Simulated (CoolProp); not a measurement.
Saturation properties of c-C4F8 (RC318) (Tc = 115.2 °C, pc = 2.778 MPa, ω = 0.355).

Values from CoolProp's reference Helmholtz-energy equation of state, Platzer 1990. This equation is an older, rougher fit; its heat capacities, sound speeds and derivatives of the liquid may be far off and weren't checked against measurements.

| T (°C) | p (MPa) | liquid density (kg/m³) | surface tension (mN/m) |
|---|---|---|---|
| 26.95 | 0.3325 | 1490 | 7.96 |
| 33.05 | 0.4011 | 1465 | 7.28 |
| 39.15 | 0.4799 | 1439 | 6.61 |
| 45.35 | 0.5714 | 1411 | 5.94 |
| 51.45 | 0.6736 | 1383 | 5.30 |
| 57.55 | 0.7888 | 1353 | 4.67 |
| 63.65 | 0.9182 | 1321 | 4.06 |
| 69.75 | 1.063 | 1287 | 3.47 |
| 75.85 | 1.224 | 1251 | 2.90 |
| 82.05 | 1.406 | 1211 | 2.34 |

It boils at -6.0 °C under 1 atm.

Surface tension comes from a separate correlation (Mulero 2012).
